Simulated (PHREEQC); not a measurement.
# Buffer (model solution)

Make-up at 65 °C: 0.27 mol/kgw NaHCO3, 6.2e-05 mol/kgw NaF and 0.033 mol/kgw NaOH. Closed to the air; pH follows from the charge balance.

Equilibrium calculation in PHREEQC: ion-association model, wateq4f.dat.

This is a speciation only: nothing precipitates in the calculation.

Problem. Predict the pH, ionic strength, activity of water.

Solution. pH 8.00; ionic strength 0.261 mol/kgw; activity of water 0.991.

Problem. In which forms is C present?

Solution. HCO3- 80 %, NaCO3- 12 %, NaHCO3 5.5 %, CO3-2 1.6 %, CO2 1.1 % of the C.

Away from 25 °C the constants follow the database's enthalpies or fits; those with neither stay at their 25 °C values.
